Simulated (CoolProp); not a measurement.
Vapour-liquid equilibrium of propylene (1) + R152A (2) at 0.0823 MPa; x and y are mole fractions of (1).

Model: multi-fluid Helmholtz-energy mixture model, Lemmon 2013 and Outcalt 1996; pair parameters Bell 2016, in CoolProp.

```csv
x,"bubble temperature, mixture model (°C)","bubble temperature, Raoult's law (°C)","y, mixture model","y, Raoult's law"
0.05,-34.0,-30.4,0.256,0.126
0.2,-43.6,-35.3,0.598,0.418
0.35,-47.8,-39.4,0.715,0.616
0.5,-49.8,-43.0,0.772,0.755
0.65,-50.9,-46.1,0.813,0.855
0.8,-51.7,-48.9,0.862,0.929
0.95,-52.2,-51.3,0.950,0.985
```

The largest gap from Raoult's law is -8.4 K in bubble temperature, at x = 0.35. No azeotrope shows between x = 0.05 and 0.95.

Pair parameters are fitted to limited data, so mixtures are less certain than the pure fluids.
